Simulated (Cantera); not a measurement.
Charge: 1 mol (CH3)2SiCl2, 0.035 mol HCl, 3.2 mol H2, held at 2200 °C and 1.00 Torr.

Cantera equilibrium calculation (NASA polynomials, part measured and part estimated; ideal gas, pure solids and liquids). Candidate condensed phases: C, C6H6, C7H8, C8H18, Si, SiC; 109 gas species. The feed counts by its element totals alone. The tables' values for SiCl are old estimates; treat these amounts as uncertain. The numbers say what is thermodynamically allowed, not how fast it happens.

Base state: H 0.362, H2 0.351, HCl 0.109, Cl 0.0796, Si 0.0717, SiC2 0.0172, C2H2 (acetylene) 0.00339, SiCl 0.00225 (mole fractions); condensed: C(graphite).

**Question.** What changes in the equilibrium state with this change: pressure from 1.00 Torr to 750 Torr?

**Answer.** 
```tsv
species	before	after
H2	0.351	0.719
HCl	0.109	0.224
SiCl2	0.00126	0.0236
H	0.362	0.0189
Si	0.0717	0.000871
SiC2	0.0172	0.000209
Cl	0.0796	0.00417
SiHCl3	<1e-9	1.04e-5
CH4	2.58e-8	8.11e-5
C	8.60e-5	1.15e-7
C2	2.24e-5	2.99e-8
C3	0.000244	3.26e-7
C(graphite), mol	1.54	1.09
SiC(s), mol	0	0.804
```
The tables' values for SiCl, SiCl3 are old estimates; treat these amounts as uncertain. Gases not in the tables: Si2H6 and higher silanes.
